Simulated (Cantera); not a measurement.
Input: 1 mol AlN, 0.011 mol C, 3.3 mol N2, at 1575 K and 1 atm.

Method: chemical equilibrium by Gibbs-energy minimisation in Cantera with the NASA 1993 tables (ideal gas, pure condensed phases). Candidate condensed phases: Al, AlN, C; 16 gas species. The numbers say what is thermodynamically allowed, not how fast it happens.

Base state: N2 1.00 (mole fractions); condensed: AlN(s) + C(graphite).

**Question.** What changes in the equilibrium state with this change: temperature from 1575 K to 2848 K?

**Answer.** 
```csv
species,before,after
N2,1.00,0.791
Al,<1e-9,0.207
CN,<1e-9,0.00115
Al2,<1e-9,0.000592
C3,<1e-9,5.57e-5
"AlN(s), mol",1.00,0
"C(graphite), mol",0.0110,0.000702
```
